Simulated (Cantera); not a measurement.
A perfectly stirred reactor is fed with CH4 : O2 : N2 = 1 : 1.54 : 5.78 (molar parts), equivalence ratio 1.3, at 0.930 bar; it is adiabatic with a 525 K inlet, and is followed from long to short residence time, starting on the burning branch (τ in s: 0.073, 0.032, 0.014, 0.0062, 0.0027, 0.0012, 0.00052, 0.00023, 9.9e-05, 4.3e-05).

Computed with Cantera and GRI-Mech 3.0 (53 species, 325 reactions).

Problem. What does this change do: pressure from 0.930 bar to 10.0 bar?

Solution. 
```json
[
 {"quantity": "blow-out, bracketed by the residence times tried", "before": "burning at 0.230 ms, out at 99.0 µs", "after": "burning at 99.0 µs, out at 43.0 µs"},
 {"quantity": "x(CH4) at τ = 73.0 ms", "before": "1.75e-5", "after": "4.52e-5"},
 {"quantity": "x(O2) at τ = 73.0 ms", "before": "0.000172", "after": "3.05e-5"},
 {"quantity": "x(OH) at τ = 73.0 ms", "before": "0.00147", "after": "0.000301"},
 {"quantity": "x(N2O) at τ = 73.0 ms", "before": "1.68e-8", "after": "1.16e-8"},
 {"quantity": "x(HCN) at τ = 73.0 ms", "before": "5.06e-6", "after": "2.49e-6"},
 {"quantity": "x(CH4) at τ = 1.20 ms", "before": "0.000178", "after": "0.000930"},
 {"quantity": "x(O2) at τ = 1.20 ms", "before": "0.00218", "after": "0.00106"},
 {"quantity": "x(OH) at τ = 1.20 ms", "before": "0.00397", "after": "0.000470"},
 {"quantity": "x(N2O) at τ = 1.20 ms", "before": "5.07e-8", "after": "6.61e-8"},
 {"quantity": "x(HCN) at τ = 1.20 ms", "before": "3.33e-5", "after": "7.56e-5"}
]
```

Problem. What does this change do: CH4 1 to 0.62 parts?

Solution. 
```csv
quantity,before,after
"blow-out, bracketed by the residence times tried","burning at 0.230 ms, out at 99.0 µs","burning at 99.0 µs, out at 43.0 µs"
x(CH4) at τ = 73.0 ms,1.75e-5,4.48e-6
x(O2) at τ = 73.0 ms,0.000172,0.0378
x(OH) at τ = 73.0 ms,0.00147,0.00393
x(N2O) at τ = 73.0 ms,1.68e-8,2.62e-7
x(HCN) at τ = 73.0 ms,5.06e-6,9.60e-8
x(CH4) at τ = 1.20 ms,0.000178,9.29e-5
x(O2) at τ = 1.20 ms,0.00218,0.0433
x(OH) at τ = 1.20 ms,0.00397,0.00786
x(N2O) at τ = 1.20 ms,5.07e-8,2.22e-7
x(HCN) at τ = 1.20 ms,3.33e-5,2.24e-7
```
